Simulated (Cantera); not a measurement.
HMDSO + O2 + H2 (silicon oxide and oxynitride deposition)

Feed: 1 mol HMDSO, 0.37 mol O2, 0.31 mol H2, at 1.60 mbar.

Method: chemical equilibrium by Gibbs-energy minimisation in Cantera with the NASA 1993 tables (ideal gas, pure condensed phases). Candidate condensed phases: C, C6H6, C7H8, C8H18, H2O, Si, SiC, SiO2; 123 gas species. The feed counts by its element totals alone. Mutual solubility and eutectic melting of coexisting phases are not modelled. The numbers say what is thermodynamically allowed, not how fast it happens.

At 552 °C the condensed part is C(graphite) + SiC(s) + SiO2(α-quartz). From 602 °C to 852 °C the condensed part is C(graphite) + SiC(s) + SiO2(β-quartz).

| T (°C) | log p H2 | log p CO | log p CH4 | log p H | log p SiO | log p H2O | n C(graphite) | n SiC(s) | n SiO2(α-quartz) | n SiO2(β-quartz) |
|---|---|---|---|---|---|---|---|---|---|---|
| 552 | -2.80 | -10.28 | -5.64 | -12.50 | <-14 | -11.98 | 4.86 | 1.13 | 0.870 | 0 |
| 602 | -2.80 | -9.18 | -5.95 | -11.70 | -13.86 | -11.36 | 4.86 | 1.13 | 0 | 0.870 |
| 652 | -2.80 | -8.19 | -6.24 | -10.98 | -12.62 | -10.82 | 4.87 | 1.13 | 0 | 0.870 |
| 702 | -2.80 | -7.31 | -6.49 | -10.34 | -11.50 | -10.33 | 4.87 | 1.13 | 0 | 0.870 |
| 752 | -2.80 | -6.52 | -6.73 | -9.76 | -10.50 | -9.89 | 4.87 | 1.13 | 0 | 0.869 |
| 802 | -2.80 | -5.80 | -6.94 | -9.23 | -9.59 | -9.49 | 4.86 | 1.13 | 0 | 0.865 |
| 852 | -2.80 | -5.14 | -7.14 | -8.75 | -8.77 | -9.13 | 4.81 | 1.15 | 0 | 0.849 |
log p: log10 of the partial pressure in bar; n: condensed amount in mol.
